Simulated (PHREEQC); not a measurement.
A solution holds 0.0092 mol/kgw CdCl2, 1.3 mol/kgw KCl and 0.55 mol/kgw H2SO4, at 25 °C. It is in equilibrium with CO2 at log p = -2 (atm). Otherwise closed; pH follows from the charge balance.

Model: ion-association model, phreeqc.dat, run in PHREEQC.

No solid was allowed to form.

Problem. What pH, activity of water does the model give?

Solution. pH 0.30; activity of water 0.936.

Problem. In which forms is S present?

Solution. HSO4- 74 %, SO4-2 14 %, KSO4- 12 % of the S.

Caution: at this ionic strength the ion-association model is outside its range; a Pitzer model would be the better tool where its parameters exist.
